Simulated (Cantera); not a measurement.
Charge: 1 mol BN, 2.7 mol HCl, equilibrated at 798.15 K and 133 Pa.

Equilibrium computed with Cantera from the NASA thermochemical tables; the gas is ideal and each condensed phase is pure. Candidate condensed phases: B, BN, NH4Cl; 21 gas species. Gases not in the tables: BHCl2. Rates play no part.

Base state: HCl 0.992, H2 0.00399, BCl3 0.00266, N2 0.00133 (mole fractions); condensed: BN(s).

Question: What changes in the equilibrium state with this change: temperature from 798.15 K to 1448.15 K?

Answer: 
```json
[
 {"species": "HCl", "before": "0.992", "after": "0.866"},
 {"species": "H2", "before": "0.00399", "after": "0.0669"},
 {"species": "BCl3", "before": "0.00266", "after": "0.0441"},
 {"species": "N2", "before": "0.00133", "after": "0.0223"},
 {"species": "Cl", "before": "1.20e-9", "after": "0.000690"},
 {"species": "BCl2", "before": "<1e-9", "after": "0.000301"},
 {"species": "BCl", "before": "<1e-9", "after": "7.29e-5"},
 {"species": "H", "before": "<1e-9", "after": "6.54e-5"},
 {"species": "BN(s), mol", "before": "0.993", "after": "0.880"}
]
```
The tables' values for BCl2, BCl are old estimates; treat these amounts as uncertain.
